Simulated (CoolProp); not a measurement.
The numbers come from the reference Helmholtz-energy equation of state, Kamei 1995 in CoolProp.

Q: Give the vapour pressure (bar), vapour density (kg/m³), liquid cp (kJ/(kg K)), surface tension (mN/m) of saturated R22 at 6.25 °C.

A: 
```json
[
 {"T (°C)": "6.25", "p (bar)": "6.07", "vapour density (kg/m³)": "25.8", "liquid cp (kJ/(kg K))": "1.19", "surface tension (mN/m)": "10.9"}
]
```

Surface tension comes from a separate correlation (Mulero 2012).
